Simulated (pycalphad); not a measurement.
Phase fractions of Mn-10.76Si (at.%)

Computed with pycalphad from the COST 507 light-alloy database (1999), at 1 atm. These are 1990s assessments: newer ones move some temperatures and phases. Phase fractions are per mole of atoms. Kinetics are ignored, which matters at the lower temperatures.

```csv
T (K),LIQUID,CUB_A13,MN9SI2,MN6SI,CBCC_A12
1450,1.000,-,-,-,-
1350,-,1.000,-,-,-
1000,-,[?],[?],-,-
900,-,0.739,-,0.261,-
800,-,-,-,[?],[?]
700,-,-,-,0.514,0.486
600,-,-,-,0.558,0.442
500,-,-,-,0.599,0.401
```

Question: Some entries are withheld; supply them.

Answer: 
- 1000, CUB_A13: 0.993
- 1000, MN9SI2: 0.007
- 800, MN6SI: 0.467
- 800, CBCC_A12: 0.533

Database names, with the compositions (at.%) that they take in these runs: MN9SI2: Mn 82 Si 18; MN6SI: Mn 85 Si 15. CBCC_A12 is α-Mn; CUB_A13 is β-Mn.
